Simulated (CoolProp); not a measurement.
Properties of octamethylcyclotetrasiloxane (D4) along the isobar 15.2 bar (Tc = 586.5 K, pc = 13.47 bar, ω = 0.598).

Values from CoolProp's reference Helmholtz-energy equation of state, Thol 2015.

```
T (K)          phase  density (kg/m³)  cp (kJ/(kg K))  cv (kJ/(kg K))  expansivity (1/kK)  fugacity coefficient
-----  -------------  ---------------  --------------  --------------  ------------------  --------------------
311.5         liquid            937.8           1.691           1.400               1.205             0.0002722
330.4         liquid            916.4           1.725           1.438               1.244             0.0008637
349.4         liquid            894.6           1.763           1.479               1.289              0.002338
368.3         liquid            872.6           1.802           1.521               1.343              0.005495
387.2         liquid            850.3           1.843           1.565               1.408               0.01153
406.1         liquid            827.4           1.886           1.611               1.485               0.02200
425           liquid            803.8           1.930           1.656               1.578               0.03871
443.9         liquid            779.3           1.975           1.701               1.694               0.06354
462.8         liquid            753.8           2.021           1.746               1.842               0.09823
481.7         liquid            726.7           2.069           1.790               2.036                0.1442
500.6         liquid            697.6           2.120           1.833               2.304                0.2021
519.5         liquid            665.6           2.177           1.875               2.699                0.2722
538.4         liquid            629.0           2.246           1.917               3.341                0.3535
557.3         liquid            584.5           2.346           1.959               4.591                0.4441
576.2         liquid            521.6           2.564           2.003               8.325                0.5402
595.1  supercritical            294.0           5.942           2.066               95.40                0.6314
```
